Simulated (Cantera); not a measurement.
SiCl4 + Cl2 + H2 (chlorosilane synthesis and conversion)

Input: 1 mol SiCl4, 2.7 mol Cl2, 4.9 mol H2, held at 950 K and 2100000 Pa.

Method: chemical equilibrium by Gibbs-energy minimisation in Cantera with the NASA 1993 tables (ideal gas, pure condensed phases). Candidate condensed phases: Si; 19 gas species. Kinetics and transport are ignored.

| Item | Result |
|---|---|
| x(HCl) | 0.628 |
| x(H2) | 0.256 |
| x(SiCl4) | 0.116 |
| x(SiHCl3) | 0.000217 |
| gas amount | 8.600 mol |
| log10 activity of Si(s) (absent) | -10.08 |
